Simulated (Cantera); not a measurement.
Source: NASA polynomial tables (part measured, part estimated), evaluated in Cantera. Values are per mole of reaction as written; species without (g) are pure solids or liquids, kept so even where they would boil at 1 bar.

Nb + 2 OH(g) ⇌ NbO2 + 2 H(g)

| T (K) | ΔH° (kJ) | ΔS° (J/K) | ΔG° (kJ) | log10 K |
|---|---|---|---|---|
| 1248 | [?] | [?] | [?] | [?] |
| 1323 | -401.6 | -73.9 | -303.8 | 12.00 |
| 1398 | -399.3 | -72.2 | -298.3 | 11.15 |
| 1473 | [?] | [?] | [?] | [?] |
| 1548 | -395.0 | -69.3 | -287.7 | 9.71 |
| 1623 | [?] | [?] | [?] | [?] |
| 1698 | -391.0 | -66.8 | -277.5 | 8.54 |
| 1773 | [?] | [?] | [?] | [?] |
| 1848 | -387.2 | -64.7 | -267.7 | 7.57 |

**Question.** What belongs in the gaps?

**Answer.** 
- 1248, ΔH° (kJ): -403.9
- 1248, ΔS° (J/K): -75.7
- 1248, ΔG° (kJ): -309.4
- 1248, log10 K: 12.95
- 1473, ΔH° (kJ): -397.1
- 1473, ΔS° (J/K): -70.7
- 1473, ΔG° (kJ): -293.0
- 1473, log10 K: 10.39
- 1623, ΔH° (kJ): -392.9
- 1623, ΔS° (J/K): -68.0
- 1623, ΔG° (kJ): -282.6
- 1623, log10 K: 9.09
- 1773, ΔH° (kJ): -389.1
- 1773, ΔS° (J/K): -65.7
- 1773, ΔG° (kJ): -272.6
- 1773, log10 K: 8.03
